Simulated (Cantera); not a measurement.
A Cantera script and what it prints.

```python
import numpy as np
import cantera as ct

gas_names = """
    H H2 N NH NH2 NH3 N2 N2H2 N2H4 Pb Pb2
""".split()
cond_names = """
    Pb(cr) Pb(L)
""".split()


# ... load() reads the species with a 1 bar reference pressure and builds the phases ...
atoms = {
    'Pb': {'Pb': 1},
    'H2': {'H': 2},
    'N2': {'N': 2},
}
top_T = {}  # K; cautious upper limits of use, not melting points


# ... equilibrate(T, P, feed) seeds the gas with the atoms and calls Mixture.equilibrate('TP', solver="vcs", rtol=1e-11, max_steps=5000) ...
results = []
feed = {'Pb': 1, 'H2': 0.089, 'N2': 0.54}  # mol
P = 1200  # Pa
for T in [573, 648, 723, 798, 873, 948, 1023, 1098, 1173, 1248, 1323, 1398]:
    mix = equilibrate(T, P, feed)
    results.append((T, P, feed, dict(zip(mix.species_names, mix.species_moles))))
    x = sorted(zip(gas.X, gas.species_names), reverse=True)
    print(f"T = {T:g} K  P = {P:g} Pa  gas = {mix.phase_moles(0):.4g} mol")
    print("   x: " + "  ".join(f"{s} {v:.3e}" for v, s in x if v > 0.001))
    print("   condensed (mol): " + ("  ".join(f"{mix.phase(i).name} {mix.phase_moles(i):.4g}"
          for i in range(1, mix.n_phases) if mix.phase_moles(i) > 1e-12) or "none"))
```

It prints:

```
T = 573 K  P = 1200 Pa  gas = 0.629 mol
   x: N2 8.585e-01  H2 1.414e-01
   condensed (mol): Pb(cr) 1
T = 648 K  P = 1200 Pa  gas = 0.629 mol
   x: N2 8.585e-01  H2 1.415e-01
   condensed (mol): Pb(L) 1
T = 723 K  P = 1200 Pa  gas = 0.629 mol
   x: N2 8.585e-01  H2 1.415e-01
   condensed (mol): Pb(L) 1
T = 798 K  P = 1200 Pa  gas = 0.629 mol
   x: N2 8.585e-01  H2 1.415e-01
   condensed (mol): Pb(L) 1
T = 873 K  P = 1200 Pa  gas = 0.629 mol
   x: N2 8.585e-01  H2 1.415e-01
   condensed (mol): Pb(L) 1
T = 948 K  P = 1200 Pa  gas = 0.6293 mol
   x: N2 8.582e-01  H2 1.414e-01
   condensed (mol): Pb(L) 0.9997
T = 1023 K  P = 1200 Pa  gas = 0.6304 mol
   x: N2 8.566e-01  H2 1.412e-01  Pb 2.222e-03
   condensed (mol): Pb(L) 0.9986
T = 1098 K  P = 1200 Pa  gas = 0.6352 mol
   x: N2 8.501e-01  H2 1.401e-01  Pb 9.734e-03
   condensed (mol): Pb(L) 0.9938
T = 1173 K  P = 1200 Pa  gas = 0.6519 mol
   x: N2 8.283e-01  H2 1.365e-01  Pb 3.515e-02
   condensed (mol): Pb(L) 0.9771
T = 1248 K  P = 1200 Pa  gas = 0.7054 mol
   x: N2 7.655e-01  H2 1.262e-01  Pb 1.083e-01
   condensed (mol): Pb(L) 0.9236
T = 1323 K  P = 1200 Pa  gas = 0.8897 mol
   x: N2 6.069e-01  Pb 2.930e-01  H2 1.000e-01
   condensed (mol): Pb(L) 0.7392
T = 1398 K  P = 1200 Pa  gas = 1.629 mol
   x: Pb 6.137e-01  N2 3.315e-01  H2 5.464e-02
   condensed (mol): none
```

Cantera equilibrium calculation (NASA polynomials, part measured and part estimated; ideal gas, pure solids and liquids).
